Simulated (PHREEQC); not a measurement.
Dissolve 0.0019 mol HCl, 0.063 mol CaCl2 and 0.00081 mol CuCl2 per kg of water at 65 °C. Closed to the air; pH follows from the charge balance.

The numbers come from PHREEQC with the ion-association model, phreeqc.dat.

The pH is 2.83 and the ionic strength comes out as 0.193 mol/kgw. The specific conductance is 26200 µS/cm and the density is 0.986 g/cm³. The total alkalinity comes out as -1.90 meq/kg.

| species | molality | activity | log γ |
|---|---|---|---|
| Cl- | 0.129 | 0.0905 | -0.155 |
| Ca+2 | 0.0630 | 0.0187 | -0.526 |
| H+ | 0.00190 | 0.00150 | -0.104 |
| Cu+2 | 0.000499 | 0.000153 | -0.515 |
| CuCl+ | 0.000297 | 0.000209 | -0.152 |
| CuCl2 | 1.42e-5 | 1.49e-5 | 0.019 |
| CuCl3- | 1.27e-8 | 8.92e-9 | -0.152 |
| CuOH+ | 1.45e-9 | 1.02e-9 | -0.152 |

Precipitation was switched off in this run. Away from 25 °C the constants follow the database's enthalpies or fits; those with neither stay at their 25 °C values.
